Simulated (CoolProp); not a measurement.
A simple Rankine cycle with water: condensing at 327.15 K, boiler at 12.7 MPa, turbine inlet 642.1 K, turbine efficiency 0.65, pump efficiency 0.8, no recuperator. Each further row changes one setting.

Model: reference Helmholtz-energy equation of state, Wagner 2002, in CoolProp.

```csv
case,thermal efficiency (%),net work (kJ/kg),heat in (kJ/kg),turbine exit temperature (K),volume ratio over the turbine
as stated,24.3,648,2670,327.1,490
turbine inlet 662.1 K,24.5,675,2750,327.1,464
condensing temperature 319.15 K,25.0,675,2700,319.1,709
boiler pressure 8.89 MPa,23.7,661,2790,327.1,321
turbine efficiency 0.55,20.4,546,2670,327.1,515
```

The expansion ends wet for: as stated; turbine inlet 662.1 K; condensing temperature 319.15 K; boiler pressure 8.89 MPa; turbine efficiency 0.55.
